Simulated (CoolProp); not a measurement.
Vapour-liquid equilibrium of R13 (1) + R11 (2) at 0.144 MPa; x and y are mole fractions of (1).

Model: multi-fluid Helmholtz-energy mixture model, Platzer 1990 and Jacobsen 1992; pair parameters Bell 2016, in CoolProp. This equation is an older, rougher fit; its heat capacities, sound speeds and derivatives of the liquid may be far off and weren't checked against measurements.

### Question
Give the bubble temperature and the first vapour's composition at x = 0.35, 0.85, 0.95. Is there an azeotrope?

### Answer
x = 0.35: 213.7 K, y = 0.993; x = 0.85: 201.5 K, y = 0.999; x = 0.95: 199.6 K, y = 1.000. No azeotrope shows between x = 0.05 and 0.95.

Pair parameters are fitted to limited data, so mixtures are less certain than the pure fluids. With so large a gap from Raoult's law the liquid may split in two, which this calculation doesn't test in full.
